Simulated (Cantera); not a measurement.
A closed system holds: 1 mol c-C4F8, 0.1 mol H2, at 0.00133 bar.

Points: T (K) = 973, 1173, 1373, 1573, 1773, 1973, 2173, 2373, 2573, 2773, 2973, 3173, 3373, 3573.

Cantera's Mixture.equilibrate('TP', solver="vcs", rtol=1e-11, max_steps=5000) on the NASA tables stopped like this:

```
ERROR: FAILURE its = 5001!

*******************************************************************************
CanteraError thrown by MultiPhase::equilibrate:
VCS solver failed. Return code: -1
*******************************************************************************
```

What got this run through?

One answer among several that fit: The failure is numerical, not chemical. The same input converged with solver="gibbs", rtol=1e-10, max_steps=50000, and the result passed a check of the equilibrium conditions:
```
log10 of partial pressures in bar; condensed amounts in mol
       T/K       CF4         F       CF2         C        C3        HF        CF        C2     C(gr)
       973    -2.918   -12.397   -11.136   -30.328   -33.474    -3.907   -19.399   -34.530      2.05
      1173    -2.918    -9.505    -8.552   -23.743   -25.818    -3.907   -14.936   -26.901      2.05
      1373    -2.918    -7.454    -6.729   -19.079   -20.413    -3.907   -11.781   -21.505      2.05
      1573    -2.920    -5.923    -5.378   -15.603   -16.399    -3.908    -9.435   -17.491     2.047
      1773    -2.941    -4.742    -4.347   -12.914   -13.305    -3.919    -7.628   -14.390     2.019
      1973    -3.087    -3.832    -3.595   -10.773   -10.850    -3.993    -6.224   -11.925     1.866
      2173    -3.802    -3.238    -3.283    -9.027    -8.857    -4.231    -5.232    -9.918     1.629
      2373    -5.447    -3.007    -3.552    -7.578    -7.209    -4.390    -4.672    -8.255     2.488
      2573    -7.340    -2.937    -4.034    -6.355    -5.825    -4.450    -4.329    -6.854     3.186
      2773    -9.190    -2.935    -4.564    -5.311    -4.646    -4.486    -4.094    -5.659     2.882
      2973   -11.106    -2.991    -5.223    -4.488    -3.872    -4.591    -4.032    -4.788         0
      3173   -12.860    -2.996    -5.967    -4.025    -3.966    -4.758    -4.192    -4.539         0
      3373   -14.529    -3.017    -6.715    -3.675    -4.224    -5.112    -4.407    -4.436         0
      3573   -16.142    -3.042    -7.499    -3.470    -4.772    -5.583    -4.711    -4.557         0
```

The gas is ideal and each condensed phase is pure. The feed counts by its element totals alone. Gases not in the tables: C2F6 and larger saturated fluorocarbons.
